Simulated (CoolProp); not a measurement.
Vapour-liquid equilibrium of R125 (1) + fluoroethane (R161) (2) at 1.59 bar; x and y are mole fractions of (1).

The numbers come from the multi-fluid Helmholtz-energy mixture model, Lemmon 2005 and Wu 2012; pair parameters Bell 2016 in CoolProp.

```tsv
x	bubble temperature (°C)	y at the bubble point	dew temperature at overall composition x (°C)	liquid density (mol/L)
0.05	-27.8	0.070	-27.6	16.43
0.2	-29.8	0.286	…	15.67
0.35	-32.0	…	-30.5	…
0.5	-34.1	0.635	-32.3	14.29
0.65	-35.9	0.756	…	…
0.8	-37.2	0.859	-36.5	…
0.95	-38.2	0.961	-38.1	…
```

Complete the blanks.


- 0.2, dew temperature at overall composition x (°C): -28.9
- 0.35, y at the bubble point: 0.479
- 0.35, liquid density (mol/L): 14.96
- 0.65, dew temperature at overall composition x (°C): -34.3
- 0.65, liquid density (mol/L): 13.65
- 0.8, liquid density (mol/L): 13.05
- 0.95, liquid density (mol/L): 12.49

No azeotrope shows between x = 0.05 and 0.95.

The pair parameters rest on a limited set of measurements; away from them the model extrapolates. The gap from Raoult's law changes sign with composition, which may be real or a fault of the pair parameters; it wasn't checked against measurements.
